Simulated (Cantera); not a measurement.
What does this Cantera script print?

```python
import numpy as np
import cantera as ct

gas = ct.Solution("gri30.yaml")
gas.TPX = 1223, 60000, {'N2O': 1, 'N2': 2.9}
inlet = ct.Reservoir(gas, clone=True)

reactor = ct.IdealGasConstPressureReactor(gas, energy="off", clone=False)
exhaust = ct.Reservoir(gas, clone=True)
tau = [4, 1.3, 0.44, 0.15, 0.048, 0.016, 0.0053, 0.0017, 0.00058][0]
for a, b in ((inlet, reactor), (reactor, exhaust)):
    ct.MassFlowController(a, b, mdot=lambda t: reactor.mass / tau)
net = ct.ReactorNet([reactor])
show = ['N2O', 'NO', 'NO2', 'O2', 'O']

rows = []
print(f"{'tau/s':>10s}{'T/K':>9s}" + "".join(f"{s:>11s}" for s in show))
for tau in [4, 1.3, 0.44, 0.15, 0.048, 0.016, 0.0053, 0.0017, 0.00058]:
    net.initial_time = 0.0
    net.advance(30 * tau)
    before = gas.X
    net.advance(40 * tau)
    drift = np.max(np.abs(gas.X - before) / (gas.X + 1e-9))
    rows.append([gas.T, *gas[show].X, drift])
    print(f"{tau:10.3e}{gas.T:9.1f}" + "".join(f"{x:11.3e}" for x in gas[show].X))
```

Result:

```
     tau/s      T/K        N2O         NO        NO2         O2          O
 4.000e+00   1223.0  8.366e-02  1.395e-02  8.943e-05  6.950e-02  1.680e-06
 1.300e+00   1223.0  1.476e-01  9.968e-03  6.317e-05  4.318e-02  2.093e-06
 4.400e-01   1223.0  2.031e-01  5.182e-03  3.203e-05  2.102e-02  2.337e-06
 1.500e-01   1223.0  2.349e-01  2.141e-03  1.240e-05  8.452e-03  2.447e-06
 4.800e-02   1223.0  2.490e-01  7.398e-04  3.571e-06  2.889e-03  2.490e-06
 1.600e-02   1223.0  2.539e-01  2.528e-04  8.187e-07  9.827e-04  2.500e-06
 5.300e-03   1223.0  2.556e-01  8.420e-05  1.361e-07  3.265e-04  2.493e-06
 1.700e-03   1223.0  2.561e-01  2.673e-05  1.652e-08  1.035e-04  2.459e-06
 5.800e-04   1223.0  2.563e-01  8.781e-06  1.904e-09  3.400e-05  2.365e-06
```

Model: GRI-Mech 3.0 (53 species, 325 reactions), integrated in Cantera. GRI-Mech 3.0 was tuned for natural gas; its chemistry of N2O as a main component is partial and can be far from experiment. The mechanism lacks the step 2 NO + O2 → 2 NO2, which can matter for NO2 below about 1400 K. The temperature is held fixed by assumption; the heat of reaction is taken as removed at once.
